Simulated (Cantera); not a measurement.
**Stirred combustor or abatement burner**

A perfectly stirred reactor is fed with H2 : O2 : N2 : H2O = 1 : 0.82 : 3.08 : 0.19 (molar parts), equivalence ratio 0.61, at 470000 Pa; it is adiabatic with a 650 K inlet, and is followed from long to short residence time, starting on the burning branch (τ in s: 0.13, 0.048, 0.018, 0.0068, 0.0025, 0.00094, 0.00035, 0.00013, 4.9e-05, 1.8e-05).

Detailed kinetics in Cantera: the H2/O2 subset of GRI-Mech 3.0, which has no nitrogen chemistry. The hydrogen kinetics of GRI-Mech 3.0 are dated; newer H2 mechanisms differ, most at raised pressure.

```json
[
 {"τ (s)": "0.13", "T (K)": "2078", "x H2": "0.000244", "x O2": "0.0691", "x H2O": "0.258", "x O": "0.000150", "x HO2": "4.00e-6", "x OH": "0.00248"},
 {"τ (s)": "0.048", "T (K)": "2077", "x H2": "0.000265", "x O2": "0.0691", "x H2O": "0.257", "x O": "0.000157", "x HO2": "4.10e-6", "x OH": "0.00254"},
 {"τ (s)": "0.018", "T (K)": "2076", "x H2": "0.000318", "x O2": "0.0691", "x H2O": "0.257", "x O": "0.000177", "x HO2": "4.37e-6", "x OH": "0.00268"},
 {"τ (s)": "0.0068", "T (K)": "2074", "x H2": "0.000442", "x O2": "0.0690", "x H2O": "0.257", "x O": "0.000225", "x HO2": "5.06e-6", "x OH": "0.00300"},
 {"τ (s)": "0.0025", "T (K)": "2068", "x H2": "0.000722", "x O2": "0.0689", "x H2O": "0.256", "x O": "0.000339", "x HO2": "6.79e-6", "x OH": "0.00365"},
 {"τ (s)": "0.00094", "T (K)": "2058", "x H2": "0.00128", "x O2": "0.0688", "x H2O": "0.255", "x O": "0.000576", "x HO2": "1.05e-5", "x OH": "0.00466"},
 {"τ (s)": "0.00035", "T (K)": "2040", "x H2": "0.00235", "x O2": "0.0687", "x H2O": "0.253", "x O": "0.00104", "x HO2": "1.81e-5", "x OH": "0.00610"},
 {"τ (s)": "0.00013", "T (K)": "2009", "x H2": "0.00431", "x O2": "0.0688", "x H2O": "0.249", "x O": "0.00189", "x HO2": "3.25e-5", "x OH": "0.00786"},
 {"τ (s)": "4.9e-5", "T (K)": "1958", "x H2": "0.00764", "x O2": "0.0694", "x H2O": "0.243", "x O": "0.00329", "x HO2": "5.75e-5", "x OH": "0.00965"},
 {"τ (s)": "1.8e-5", "T (K)": "1872", "x H2": "0.0133", "x O2": "0.0712", "x H2O": "0.233", "x O": "0.00536", "x HO2": "9.92e-5", "x OH": "0.0109"}
]
```
x: mole fraction; the columns are a selection and need not sum to one.
